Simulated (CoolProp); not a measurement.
A closed Brayton cycle with carbon dioxide: compressor inlet 314.15 K and 8.4 MPa, high pressure 24 MPa, turbine inlet 965 K, compressor efficiency 0.89, turbine efficiency 0.9, recuperator effectiveness 0.95 (on enthalpy, no pinch check). Each further row changes one setting.

Model: reference Helmholtz-energy equation of state, Span 1996, in CoolProp.

```tsv
case	thermal efficiency (%)	net work (kJ/kg)	compressor to turbine work	compressor exit (K)	turbine exit (K)
as stated	42.5	122	0.25	384.2	826.8
turbine inlet 915 K	41.0	113	0.26	384.2	781.5
compressor inlet 324.15 K	41.7	112	0.31	409.1	826.8
high pressure 20.4 MPa	41.0	107	0.23	373.2	847.4
recuperator effectiveness 0.5	23.5	122	0.25	384.2	826.8
```
